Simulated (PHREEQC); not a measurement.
**Metal-bearing waste water**

Consider water at 5 °C with 0.021 mol/kgw FeCl3, 0.03 mol/kgw Na2SeO4 and 0.19 mol/kgw NaH2PO4. Closed to the air; pH follows from the charge balance.

The numbers come from PHREEQC with the ion-association model, wateq4f.dat.

Precipitation was switched off in this run.

**Question.** Predict the pH, ionic strength.

**Answer.** pH 4.32; ionic strength 0.344 mol/kgw.

**Question.** In which forms is P present?

**Answer.** H2PO4- 88 %, FeH2PO4+2 11 % of the P.

The solution is supersaturated, for example in Strengite, Hematite (slow to form), so a real one may precipitate; this is no full list. H3PO4, which wateq4f.dat lacks, is added to it with the constant of phreeqc.dat. Away from 25 °C the constants follow the database's enthalpies or fits; those with neither stay at their 25 °C values.
